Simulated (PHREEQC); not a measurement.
Solution (20 °C): 0.013 mol CuSO4, 0.12 mol H2SO4 and 0.17 mol FeCl3 per kg of water. Closed to the air; pH follows from the charge balance.

Equilibrium calculation in PHREEQC: ion-association model, phreeqc.dat.

**Question.** The ionic strength comes out as 0.635 mol/kgw. What activity coefficients do Fe2(OH)2+4, FeCl2+, FeHSO4+2, FeSO4+, Cl- get?

**Answer.** Fe2(OH)2+4 0.0090, FeCl2+ 0.67, FeHSO4+2 0.31, FeSO4+ 0.67, Cl- 0.64.

Precipitation was switched off in this run. Saturation is exceeded, for instance for Hematite (slow to form), Goethite (slow to form); the values hold only as long as no solid forms. Species that the database lacks are ignored.
